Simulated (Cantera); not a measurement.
An adiabatic, constant-pressure homogeneous reactor starts with H2 : O2 : N2 = 1 : 0.417 : 1.57 (molar parts), at 1375 K and 0.987 atm. Integrator tolerance rtol = 1e-08.

Cantera simulation using the H2/O2 subset of GRI-Mech 3.0, which has no nitrogen chemistry; the numbers are that mechanism's predictions, not measurements.

**Question.** What does this change do: pressure from 0.987 atm to 4.15 atm?

**Answer.** 
| quantity | before | after |
|---|---|---|
| time of steepest temperature rise | 20.6 µs | 5.29 µs |
| temperature at 1.00 s | 2841 K | 2963 K |
| equilibrium temperature | 2841 K | 2963 K |
| x(H2) at 1.00 s | 0.0811 (gas-phase equilibrium 0.0811) | 0.0775 (gas-phase equilibrium 0.0775) |
| x(O2) at 1.00 s | 0.00709 (gas-phase equilibrium 0.00709) | 0.00489 (gas-phase equilibrium 0.00489) |
| x(H2O) at 1.00 s | 0.266 (gas-phase equilibrium 0.266) | 0.279 (gas-phase equilibrium 0.279) |
| x(OH) at 1.00 s | 0.0259 (gas-phase equilibrium 0.0259) | 0.0224 (gas-phase equilibrium 0.0224) |
| x(HO2) at 1.00 s | 4.01e-6 (gas-phase equilibrium 4.01e-6) | 5.64e-6 (gas-phase equilibrium 5.64e-6) |
| x(O) at 1.00 s | 0.00539 (gas-phase equilibrium 0.00539) | 0.00342 (gas-phase equilibrium 0.00342) |
| x(H2O2) at 1.00 s | 3.02e-7 (gas-phase equilibrium 3.02e-7) | 6.56e-7 (gas-phase equilibrium 6.56e-7) |
The hydrogen kinetics of GRI-Mech 3.0 are dated; newer H2 mechanisms differ, most at raised pressure.

**Question.** What does this change do: H2 1 to 0.36 parts?

**Answer.** 
| quantity | before | after |
|---|---|---|
| time of steepest temperature rise | 20.6 µs | 22.6 µs |
| temperature at 1.00 s | 2841 K | 2380 K |
| equilibrium temperature | 2841 K | 2380 K |
| x(H2) at 1.00 s | 0.0811 (gas-phase equilibrium 0.0811) | 0.00158 (gas-phase equilibrium 0.00158) |
| x(O2) at 1.00 s | 0.00709 (gas-phase equilibrium 0.00709) | 0.106 (gas-phase equilibrium 0.106) |
| x(H2O) at 1.00 s | 0.266 (gas-phase equilibrium 0.266) | 0.158 (gas-phase equilibrium 0.158) |
| x(OH) at 1.00 s | 0.0259 (gas-phase equilibrium 0.0259) | 0.0104 (gas-phase equilibrium 0.0104) |
| x(HO2) at 1.00 s | 4.01e-6 (gas-phase equilibrium 4.01e-6) | 7.76e-6 (gas-phase equilibrium 7.76e-6) |
| x(O) at 1.00 s | 0.00539 (gas-phase equilibrium 0.00539) | 0.00255 (gas-phase equilibrium 0.00255) |
| x(H2O2) at 1.00 s | 3.02e-7 (gas-phase equilibrium 3.02e-7) | 2.77e-7 (gas-phase equilibrium 2.77e-7) |
